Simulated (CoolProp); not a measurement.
R143a along the isobar 0.529 MPa: density (kg/m³) from the reference equation and from simpler models built on Tc = 72.7 °C, pc = 3.762 MPa, ω = 0.261; each cubic takes its own stable root.

Model: reference Helmholtz-energy equation of state, Lemmon and Jacobsen 2000, in CoolProp.

```json
[
 {"T (°C)": "-38.05", "phase": "liquid", "reference": "1142", "van der Waals": "25.70", "Redlich-Kwong": "930.4"},
 {"T (°C)": "-27.05", "phase": "liquid", "reference": "1110", "van der Waals": "24.20", "Redlich-Kwong": "899.4"},
 {"T (°C)": "-16.15", "phase": "liquid", "reference": "1077", "van der Waals": "22.90", "Redlich-Kwong": "23.70"},
 {"T (°C)": "5.75", "phase": "gas", "reference": "21.84", "van der Waals": "20.71", "Redlich-Kwong": "…"},
 {"T (°C)": "16.75", "phase": "gas", "reference": "…", "van der Waals": "…", "Redlich-Kwong": "…"},
 {"T (°C)": "27.65", "phase": "gas", "reference": "19.55", "van der Waals": "…", "Redlich-Kwong": "19.23"},
 {"T (°C)": "38.65", "phase": "gas", "reference": "18.62", "van der Waals": "…", "Redlich-Kwong": "18.39"},
 {"T (°C)": "49.55", "phase": "gas", "reference": "17.81", "van der Waals": "17.47", "Redlich-Kwong": "17.65"},
 {"T (°C)": "60.55", "phase": "gas", "reference": "17.07", "van der Waals": "16.82", "Redlich-Kwong": "16.96"}
]
```

Task: Fill in the missing entries.

Result: 
- 5.75, Redlich-Kwong: 21.18
- 16.75, reference: 20.60
- 16.75, van der Waals: 19.78
- 16.75, Redlich-Kwong: 20.14
- 27.65, van der Waals: 18.94
- 38.65, van der Waals: 18.17

At some of these states van der Waals, Redlich-Kwong gives the other phase, because its saturation line lies elsewhere.
